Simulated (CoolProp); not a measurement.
A single-stage vapour-compression cycle with the fluid: evaporating at 250.15 K (dew point), condensing at 312.15 K (bubble point), superheat 5 K, subcooling 0 K, compressor efficiency 0.85, no pressure losses. The same conditions are run with several fluids, on thermodynamics alone (safety and materials aside).

Values from CoolProp's reference Helmholtz-energy equation of state of each fluid (isobutane: Bücker 2006; propylene: Lemmon 2013; R125: Lemmon 2005; ammonia: Gao 2020; n-perfluorobutane: Gao 2022; C3F8 (R218): Lemmon 2006).

```tsv
fluid	cooling COP	pressure ratio	discharge temperature (K)	refrigerating effect (kJ/kg)	volumetric capacity (kJ/m³)
isobutane	2.54	8.11	321.5	237	426
propylene	2.45	5.87	341.2	260	1520
R125	2.01	6.51	324.2	72.2	1340
ammonia	2.61	9.11	445.4	1060	1460
n-perfluorobutane	1.72	10.2	312.2	38.8	178
C3F8 (R218)	1.57	6.85	312.2	35.0	607
```

The compression ends wet for: n-perfluorobutane; C3F8 (R218).
